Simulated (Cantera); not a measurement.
Cantera run:

```python
import numpy as np
import cantera as ct

gas_names = """
    AL ALCL ALCL2 ALCL3 ALH AL2 AL2CL6 CL CL2 H HCL H2
""".split()
cond_names = """
    AL(cr) AL(L) ALCL3(s) ALCL3(L)
""".split()


# ... load() reads the species with a 1 bar reference pressure and builds the phases ...
atoms = {
    'Al': {'AL': 1},
    'HCl': {'H': 1, 'CL': 1},
}
top_T = {}  # K; cautious upper limits of use, not melting points


# ... equilibrate(T, P, feed) seeds the gas with the atoms and calls Mixture.equilibrate('TP', solver="vcs", rtol=1e-11, max_steps=5000) ...
results = []
feed = {'Al': 1, 'HCl': 18}  # mol
T = 1225  # K
P = 9  # Pa
mix = equilibrate(T, P, feed)
results.append((T, P, feed, dict(zip(mix.species_names, mix.species_moles))))
print(gas.report(threshold=1e-05))
for i in range(1, mix.n_phases):
    print(f"{mix.phase(i).name:16s} {mix.phase_moles(i):12.5e} mol")
```

Output:

```
       temperature   1225 K
          pressure   9 Pa
           density   3.4495e-05 kg/m^3
  mean mol. weight   39.037 kg/kmol
   phase of matter   gas

                          1 kg             1 kmol
                     ---------------   ---------------
          enthalpy       -2.0908e+06       -8.1619e+07  J
   internal energy       -2.3517e+06       -9.1804e+07  J
           entropy              8132        3.1745e+05  J/K
    Gibbs function       -1.2053e+07        -4.705e+08  J
 heat capacity c_p            909.55             35506  J/K
 heat capacity c_v            696.56             27192  J/K

                      mass frac. Y      mole frac. X     chem. pot. / RT
                     ---------------   ---------------   ---------------
             ALCL2         0.0002833        0.00011299            -85.08
             ALCL3           0.19474          0.057017           -113.53
                CL        7.5201e-05        8.2811e-05           -28.447
               HCL           0.80046           0.85709            -43.35
                H2         0.0044247          0.085679           -29.806
     [   +7 minor]        1.0278e-05        1.5877e-05

AL(L)             0.00000e+00 mol
ALCL3(L)          0.00000e+00 mol
```

Method: chemical equilibrium by Gibbs-energy minimisation in Cantera with the NASA 1993 tables (ideal gas, pure condensed phases). The tables' values for AlCl2 are old estimates; treat these amounts as uncertain.
